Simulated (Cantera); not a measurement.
## N2O furnace oxynitridation

An isothermal, constant-pressure homogeneous reactor starts with N2O : H2O = 1 : 0.023 (molar parts), at 1273 K and 330 Torr.

Detailed kinetics in Cantera: GRI-Mech 3.0 (53 species, 325 reactions). GRI-Mech 3.0 was tuned for natural gas; its chemistry of N2O as a main component is partial and can be far from experiment. The mechanism lacks the step 2 NO + O2 → 2 NO2, which can matter for NO2 below about 1400 K. The temperature is held fixed by assumption; the heat of reaction is taken as removed at once.

```csv
t (s),x N2O,x H2O,x H2,x NO,x O2,x HO2,x H2O2
0.000200,0.977,0.0225,1.61e-9,2.65e-5,8.42e-5,8.34e-7,8.31e-10
0.000580,0.977,0.0225,1.69e-8,7.88e-5,0.000254,4.36e-6,2.96e-8
0.00168,0.975,0.0225,7.87e-8,0.000220,0.000756,6.91e-6,1.13e-7
0.00488,0.970,0.0224,1.55e-7,0.000599,0.00222,4.95e-6,6.11e-8
0.0141,0.955,0.0223,1.24e-7,0.00166,0.00640,3.22e-6,3.09e-8
0.0410,0.915,0.0220,7.20e-8,0.00472,0.0181,1.79e-6,1.72e-8
0.119,0.812,0.0212,5.63e-8,0.0128,0.0486,7.95e-7,1.29e-8
0.345,0.591,0.0196,5.22e-8,0.0299,0.114,2.93e-7,1.13e-8
1.00,0.272,0.0171,4.90e-8,0.0529,0.210,9.76e-8,8.58e-9
```
x: mole fraction; the columns are a selection and need not sum to one.

Equilibrium at this temperature and pressure: N2O 1.54e-8, H2O 0.0151, H2 2.13e-9, NO 0.000379, O2 0.328, HO2 1.28e-8, H2O2 2.55e-10 (gas phase only).
